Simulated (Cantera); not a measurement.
Input: 1 mol CCl4, 0.21 mol F2, equilibrated at 2398 K and 2.33 Torr.

Equilibrium computed with Cantera from the NASA thermochemical tables; the gas is ideal and each condensed phase is pure. Candidate condensed phases: C; 27 gas species. The numbers say what is thermodynamically allowed, not how fast it happens.

Base state: Cl 0.909, F 0.0832, CF2 0.00513, CF 0.00196, Cl2 0.000369, ClF 5.71e-5, C3 3.06e-5, C 1.24e-5 (mole fractions); condensed: C(graphite).

Problem. What changes in the equilibrium state with this change: temperature from 2398 K to 3298.15 K?

Solution. 
```
species            before     after
----------------  -------  --------
Cl                  0.909     0.806
F                  0.0832    0.0802
C                 1.24e-5    0.0587
C3                3.06e-5    0.0363
C2                2.76e-6    0.0143
C4                1.24e-8   7.28e-5
C5                5.73e-8  0.000112
CF2               0.00513   8.59e-6
C(graphite), mol    0.968         0
```
The tables' values for CCl are old estimates; treat these amounts as uncertain.

Problem. What changes in the equilibrium state with this change: F2 from 0.21 to 0.037 mol?

Solution. 
```json
[
 {"species": "Cl", "before": "0.909", "after": "0.982"},
 {"species": "F", "before": "0.0832", "after": "0.0173"},
 {"species": "Cl2", "before": "0.000369", "after": "0.000430"},
 {"species": "CF2", "before": "0.00513", "after": "0.000222"},
 {"species": "CF", "before": "0.00196", "after": "0.000407"},
 {"species": "ClF", "before": "5.71e-5", "after": "1.28e-5"},
 {"species": "C", "before": "1.24e-5", "after": "1.24e-5"},
 {"species": "C3", "before": "3.06e-5", "after": "3.06e-5"},
 {"species": "C(graphite), mol", "before": "0.968", "after": "0.997"}
]
```
